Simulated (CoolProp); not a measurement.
Cyclopentane at 459.86 K and 0.401 MPa is compressed adiabatically to 1.95 MPa with isentropic efficiency 0.75. Each further row changes one setting.

Values from CoolProp's reference Helmholtz-energy equation of state, Gedanitz 2015.

```tsv
case	work (kJ/kg)	final temperature (K)	final density (kg/m³)
as stated	110	523.4	37.1
efficiency 1	82.3	512.0	38.6
efficiency 0.65	127	530.3	36.3
```
